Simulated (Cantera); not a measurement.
## Equilibrium for carbon deposition, reforming and gasification: C2H4 + CO2

Charge: 1 mol C2H4, 0.14 mol CO2, at 33.8 Torr.

Equilibrium computed with Cantera from the NASA thermochemical tables; the gas is ideal and each condensed phase is pure. Candidate condensed phases: C, C6H6, C7H8, C8H18, H2O; 110 gas species. Rates play no part.

```json
[
 {"T (K)": "2275", "x H2": "0.840", "x H": "0.0367", "x CO": "0.121", "x C2H2 (acetylene)": "0.00320", "x C2H": "5.92e-6", "x C3": "2.33e-7", "n C(graphite)": "1.85"},
 {"T (K)": "2325", "x H2": "0.829", "x H": "0.0472", "x CO": "0.120", "x C2H2 (acetylene)": "0.00405", "x C2H": "1.11e-5", "x C3": "5.87e-7", "n C(graphite)": "1.84"},
 {"T (K)": "2375", "x H2": "0.816", "x H": "0.0600", "x CO": "0.119", "x C2H2 (acetylene)": "0.00507", "x C2H": "2.02e-5", "x C3": "1.42e-6", "n C(graphite)": "1.84"},
 {"T (K)": "2425", "x H2": "0.800", "x H": "0.0755", "x CO": "0.118", "x C2H2 (acetylene)": "0.00625", "x C2H": "3.59e-5", "x C3": "3.31e-6", "n C(graphite)": "1.83"},
 {"T (K)": "2475", "x H2": "0.781", "x H": "0.0938", "x CO": "0.117", "x C2H2 (acetylene)": "0.00760", "x C2H": "6.21e-5", "x C3": "7.46e-6", "n C(graphite)": "1.82"},
 {"T (K)": "2525", "x H2": "0.760", "x H": "0.115", "x CO": "0.116", "x C2H2 (acetylene)": "0.00912", "x C2H": "0.000105", "x C3": "1.62e-5", "n C(graphite)": "1.81"},
 {"T (K)": "2575", "x H2": "0.735", "x H": "0.140", "x CO": "0.114", "x C2H2 (acetylene)": "0.0108", "x C2H": "0.000172", "x C3": "3.43e-5", "n C(graphite)": "1.81"},
 {"T (K)": "2625", "x H2": "0.706", "x H": "0.168", "x CO": "0.112", "x C2H2 (acetylene)": "0.0126", "x C2H": "0.000277", "x C3": "7.02e-5", "n C(graphite)": "1.79"},
 {"T (K)": "2675", "x H2": "0.674", "x H": "0.200", "x CO": "0.110", "x C2H2 (acetylene)": "0.0145", "x C2H": "0.000437", "x C3": "0.000140", "n C(graphite)": "1.78"},
 {"T (K)": "2725", "x H2": "0.639", "x H": "0.235", "x CO": "0.108", "x C2H2 (acetylene)": "0.0165", "x C2H": "0.000673", "x C3": "0.000272", "n C(graphite)": "1.77"},
 {"T (K)": "2775", "x H2": "0.600", "x H": "0.273", "x CO": "0.106", "x C2H2 (acetylene)": "0.0184", "x C2H": "0.00101", "x C3": "0.000514", "n C(graphite)": "1.75"},
 {"T (K)": "2825", "x H2": "0.559", "x H": "0.315", "x CO": "0.103", "x C2H2 (acetylene)": "0.0203", "x C2H": "0.00150", "x C3": "0.000952", "n C(graphite)": "1.73"},
 {"T (K)": "2875", "x H2": "0.515", "x H": "0.358", "x CO": "0.100", "x C2H2 (acetylene)": "0.0219", "x C2H": "0.00217", "x C3": "0.00172", "n C(graphite)": "1.70"}
]
```
x: gas mole fraction; n: condensed amount in mol.

From 2275 K to 2875 K the condensed part is C(graphite). The main C-bearing gas is CO throughout. The share of C in condensed phases is highest at 2275 K (86.2 %) and lowest at 2875 K (79.6 %).
